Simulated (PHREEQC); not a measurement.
# Acid rinse or clean: speciation

A solution holds 0.055 mol HNO3, 0.015 mol AlCl3 and 0.22 mol MnSO4 per kg of water, at 25 °C. Closed to the air; pH follows from the charge balance.

Model: ion-association model, phreeqc.dat, run in PHREEQC.

- pH = 1.81
- ionic strength = 0.514 mol/kgw
- activity of water = 0.992
- density = 1.031 g/cm³
- total alkalinity = -55.0 meq/kg

```
species    molality  activity   log γ
---------  --------  --------  ------
Mn+2          0.130    0.0322  -0.606
MnSO4        0.0848    0.0955   0.051
SO4-2        0.0822    0.0167  -0.692
NO3-         0.0548    0.0334  -0.214
Cl-          0.0399    0.0259  -0.188
HSO4-        0.0345    0.0253  -0.134
H+           0.0204    0.0156  -0.117
AlSO4+      0.00896   0.00595  -0.178
MnCl+       0.00500   0.00339  -0.168
Al(SO4)2-   0.00473   0.00314  -0.178
Al+3        0.00128  0.000113  -1.055
```

This is a speciation only: nothing precipitates in the calculation.
